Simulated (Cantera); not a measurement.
Mixture: CH4 : O2 : N2 = 1 : 4.26 : 28.9 (molar parts), equivalence ratio 0.47, at 750 Torr, adiabatic and at constant volume. Ignition delay is the time to a rise of 400 K.

Computed with Cantera and GRI-Mech 3.0 (53 species, 325 reactions).

What does this change do: 0.34 parts H2 added?


```tsv
quantity	before	after
delay at 1050 K	0.543 s	21.0 ms
delay at 1250 K	26.0 ms	2.99 ms
delay at 1450 K	2.31 ms	0.608 ms
delay at 1650 K	0.403 ms	0.184 ms
apparent activation energy between 1550 and 1750 K	160 kJ/mol	120 kJ/mol
```
